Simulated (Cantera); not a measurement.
## Equilibrium for calcination and drying: CaCO3 + C + H2O

Charge: 1 mol CaCO3, 0.042 mol C, 0.31 mol H2O, held at 1 atm.

These are equilibrium values from Cantera (NASA tables, ideal gas, pure condensed phases), not measurements of a reactor. Candidate condensed phases: C, C6H6, C7H8, C8H18, Ca, CaCO3, CaO, Ca(OH)2, H2O; 115 gas species. Mutual solubility and eutectic melting of coexisting phases are not modelled. Rates play no part.

```tsv
T (K)	x CO2	x H2O	x CO	x H2	x OH	x H	x O2	x Ca(OH)2	n CaCO3(calcite)	n CaO(s)
1125	0.522	0.366	0.0678	0.0432	4.05e-10	9.18e-9	<1e-12	1.72e-10	0.595	0.405
1175	0.720	0.217	0.0503	0.0119	1.69e-9	1.33e-8	<1e-12	3.40e-10	0	1.00
1225	0.719	0.219	0.0515	0.0107	5.97e-9	3.20e-8	<1e-12	1.03e-9	0	1.00
1275	0.718	0.220	0.0525	0.00965	1.90e-8	7.19e-8	1.56e-12	2.87e-9	0	1.00
1325	0.717	0.220	0.0533	0.00880	5.57e-8	1.52e-7	1.12e-11	7.37e-9	0	1.00
1375	0.717	0.221	0.0541	0.00807	1.51e-7	3.06e-7	6.94e-11	1.77e-8	0	1.00
1425	0.716	0.222	0.0547	0.00745	3.81e-7	5.85e-7	3.80e-10	3.98e-8	0	1.00
1475	0.715	0.222	0.0552	0.00691	9.03e-7	1.07e-6	1.85e-9	8.46e-8	0	1.00
1525	0.715	0.223	0.0557	0.00645	2.02e-6	1.89e-6	8.15e-9	1.71e-7	0	1.00
1575	0.715	0.223	0.0561	0.00604	4.31e-6	3.21e-6	3.26e-8	3.31e-7	0	1.00
1625	0.714	0.224	0.0564	0.00568	8.75e-6	5.28e-6	1.20e-7	6.14e-7	0	1.000
1675	0.714	0.224	0.0568	0.00537	1.70e-5	8.45e-6	4.08e-7	1.10e-6	0	1.000
1725	0.714	0.224	0.0570	0.00509	3.19e-5	1.32e-5	1.29e-6	1.89e-6	0	1.000
1775	0.713	0.224	0.0573	0.00485	5.77e-5	2.00e-5	3.83e-6	3.16e-6	0	1.000
```
x: gas mole fraction; n: condensed amount in mol.

At 1125 K the condensed part is CaCO3(calcite) + CaO(s). From 1175 K to 1775 K the condensed part is CaO(s).
